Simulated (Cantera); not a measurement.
## Dilute partial oxidation

An isothermal, constant-pressure homogeneous reactor starts with 2.55 % CH3OH, 2.93 % O2, 94.5 % N2, equivalence ratio 1.3, at 948 K and 1200 Torr.

Model: GRI-Mech 3.0 (53 species, 325 reactions), integrated in Cantera. GRI-Mech 3.0 was tuned for natural gas; its chemistry of methanol as a main component is partial and can be far from experiment. Below about 1000 K GRI-Mech 3.0 lacks low-temperature oxidation paths. The temperature is held fixed by assumption; the heat of reaction is taken as removed at once.

| t (s) | x CH3OH | x O2 | x CH2 | x C2H2 | x HCN | x HCO | x HO2 |
|---|---|---|---|---|---|---|---|
| 2.00e-5 | 0.0255 | 0.0293 | <1e-12 | <1e-12 | <1e-12 | <1e-12 | 3.20e-12 |
| 5.64e-5 | 0.0255 | 0.0293 | <1e-12 | <1e-12 | <1e-12 | <1e-12 | 9.81e-12 |
| 0.000159 | 0.0255 | 0.0293 | <1e-12 | <1e-12 | <1e-12 | <1e-12 | 2.95e-11 |
| 0.000448 | 0.0255 | 0.0293 | <1e-12 | <1e-12 | <1e-12 | <1e-12 | 9.06e-11 |
| 0.00126 | 0.0255 | 0.0293 | <1e-12 | <1e-12 | <1e-12 | <1e-12 | 2.78e-10 |
| 0.00356 | 0.0255 | 0.0293 | <1e-12 | <1e-12 | <1e-12 | <1e-12 | 8.19e-10 |
| 0.0100 | 0.0255 | 0.0293 | <1e-12 | <1e-12 | <1e-12 | <1e-12 | 2.35e-9 |
| 0.0283 | 0.0255 | 0.0293 | <1e-12 | <1e-12 | <1e-12 | <1e-12 | 6.65e-9 |
| 0.0797 | 0.0255 | 0.0293 | <1e-12 | <1e-12 | <1e-12 | <1e-12 | 1.87e-8 |
| 0.225 | 0.0255 | 0.0293 | <1e-12 | <1e-12 | <1e-12 | <1e-12 | 5.20e-8 |
| 0.634 | 0.0255 | 0.0293 | <1e-12 | <1e-12 | <1e-12 | <1e-12 | 1.48e-7 |
| 1.79 | 0.0255 | 0.0293 | <1e-12 | <1e-12 | <1e-12 | <1e-12 | 1.24e-6 |
| 5.03 | 4.84e-11 | 0.00124 | <1e-12 | <1e-12 | <1e-12 | 1.54e-10 | 1.34e-6 |
| 14.2 | <1e-12 | 1.27e-5 | <1e-12 | <1e-12 | <1e-12 | 1.41e-10 | 1.48e-8 |
| 40.0 | <1e-12 | 5.22e-8 | <1e-12 | <1e-12 | <1e-12 | 2.16e-11 | 2.04e-11 |
x: mole fraction; the columns are a selection and need not sum to one.

Equilibrium at this temperature and pressure: CH3OH <1e-12, O2 <1e-12, CH2 <1e-12, C2H2 <1e-12, HCN 9.62e-10, HCO <1e-12, HO2 <1e-12 (gas phase only).
